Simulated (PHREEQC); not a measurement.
Consider water at 90 °C with 1.1 mmol/kgw Ag2SO4 and 13 mmol/kgw HF. Closed to the air; pH follows from the charge balance.

The numbers come from PHREEQC with the ion-association model, wateq4f.dat.

```
quantity                   before     after
------------------------  -------  --------
pH                           2.89      2.47
ionic strength (mol/kgw)  0.00425   0.00632
HF (mol/kgw)               0.0111    0.0585
F- (mol/kgw)              0.00169   0.00347
HF2- (mol/kgw)            7.77e-5  0.000840
H2F2 (mol/kgw)            2.39e-5  0.000664
```

Task: What was changed between the two runs?
A. 0.00025 mol/kgw Na2B4O7 added
B. Ag2SO4 from 0.0011 to 0.00022 mol/kgw
C. Ag2SO4 from 0.0011 to 0.00011 mol/kgw
D. Ag2SO4 left out
E. HF from 0.013 to 0.065 mol/kgw

Result: E, HF from 0.013 to 0.065 mol/kgw

This is a speciation only: nothing precipitates in the calculation. Constants without temperature data keep their 25 °C values here.
